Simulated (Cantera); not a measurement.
A diamond (100) surface in a fixed gas of H2 with x(CH4) = 0.023, x(H) = 0.001, x(CH3) = 0.002, at 1198 K; coverages are run to steady state.

Computed with Cantera and the Harris–Goodwin 1993 mechanism for the reconstructed diamond (100) surface.

θ: site fractions in the mechanism's names (c6HH fully hydrogenated, c6H* and c6*H radical sites, c6** diradical, c6HM methylated).

```csv
P (Pa),growth (µm/h),θ c6HH,θ c6H*,θ c6*H,θ c6**,θ c6HM
440,(withheld),0.460,0.0365,0.470,0.0168,0.00277
780,(withheld),0.458,0.0364,0.468,0.0166,0.00491
1400,(withheld),0.456,0.0361,0.464,0.0163,0.00872
2500,(withheld),0.451,0.0357,0.459,0.0161,0.0152
4400,(withheld),0.444,0.0351,0.451,0.0158,0.0255
7800,(withheld),0.432,0.0340,0.437,0.0153,0.0419
14000,(withheld),0.415,0.0325,0.418,0.0146,0.0661
25000,(withheld),0.393,0.0306,0.392,0.0137,0.0971
```

Problem. Fill in the missing entries.

Solution. 
- 440, growth (µm/h): 0.377
- 780, growth (µm/h): 0.751
- 1400, growth (µm/h): 1.57
- 2500, growth (µm/h): 3.42
- 4400, growth (µm/h): 7.73
- 7800, growth (µm/h): 18.5
- 14000, growth (µm/h): 45.7
- 25000, growth (µm/h): 110
